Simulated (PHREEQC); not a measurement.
Make-up at 25 °C: 0.0019 mol Sr(OH)2 per kg of water. Closed to the air; pH follows from the charge balance.

Equilibrium calculation in PHREEQC: ion-association model, wateq4f.dat.

| quantity | before | after |
|---|---|---|
| pH | 11.54 | 7.00 |
| SrOH+ (mol/kgw) | 2.65e-5 | 7.65e-10 |

Task: What was changed between the two runs?
A) temperature from 25 to 20 °C
B) 0.00037 mol/kgw KCl added
C) Sr(OH)2 replaced by SrCl2 at the same molality
D) diluted 10-fold with water
E) Sr(OH)2 from 0.0019 to 0.00171 mol/kgw

Result: C, Sr(OH)2 replaced by SrCl2 at the same molality

No solid was allowed to form.
